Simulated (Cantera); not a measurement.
Feed: 1 mol Fe(CO)₅, 2 mol CO, 0.99 mol N₂.

Cantera equilibrium calculation (NASA polynomials, part measured and part estimated; ideal gas, pure solids and liquids). Candidate condensed phases: C, Fe, Fe(CO)₅, FeO, Fe₂O₃, Fe₃O₄; 27 gas species. Iron dissolves carbon and melts from about 1420 K in contact with it, which pure phases cannot show. The tables' stoichiometric FeO is somewhat more stable than real wüstite, so its field is too wide. FeO: taken at fixed stoichiometry. Condensed phases not in the tables: cementite and carbon dissolved in iron. The numbers say what is thermodynamically allowed, not how fast it happens.

Stable condensed phases, one row left out:

```
T in K \ P in Pa
              10      32     100     320    1000    3200   10000   32000  100000  320000 1000000
   1550        A       A       A       A       A       A       A       B       B       B       B
   1500        A       A       A       A       A       A       A       B       B       B       B
   1450        A       A       A       A       A       A       A       B       B       B       B
   1400        A       A       A       A       A       A       B       B       B       B       B
   1350        A       A       A       A       A       A       B       B       B       B       B
   1250        A       A       A       A       A       B       B       B       B       B       B
   1200        A       A       A       A       B       B       B       B       B       B       B
   1150        A       A       A       B       B       B       B       B       B       B       C
```

A: Fe; B: C + Fe; C: C + FeO.

Task: Give the row for 1300 K.

Result: 10: Fe; 32: Fe; 100: Fe; 320: Fe; 1000: Fe; 3200: C + Fe; 10000: C + Fe; 32000: C + Fe; 100000: C + Fe; 320000: C + Fe; 1000000: C + Fe.
